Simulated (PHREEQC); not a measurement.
Copper plating or etch bath (model solution)

Dissolve 16 mmol/kgw Cu(NO3)2, 1.2 mmol/kgw HNO3 and 120 mmol/kgw H3BO3 at 25 °C. Closed to the air; pH follows from the charge balance.

Equilibrium calculation in PHREEQC: ion-association model, phreeqc.dat.

Each row changes one thing in this solution. Precipitation was switched off in this run.

```tsv
case	pH	CuOH+ (mol/kgw)	Cu2(OH)2+2 (mol/kgw)	Cu(OH)2 (mol/kgw)
as made	2.99	9.22e-8	5.44e-9	1.51e-10
H3BO3 left out	2.99	9.24e-8	5.46e-9	1.52e-10
0.22 mol/kgw NaCl added	[?]	6.11e-8	2.70e-9	8.78e-11
temperature from 25 to 55 °C	2.99	9.04e-8	8.01e-8	1.48e-10
Cu(NO3)2 from 0.016 to 0.032 mol/kgw	[?]	1.68e-7	1.96e-8	2.66e-10
```

Problem. Some entries are withheld; supply them.

Solution. 
- 0.22 mol/kgw NaCl added, pH: 3.02
- Cu(NO3)2 from 0.016 to 0.032 mol/kgw, pH: 3.00

Complexes and solids missing from the database can't appear. Constants without temperature data keep their 25 °C values here.
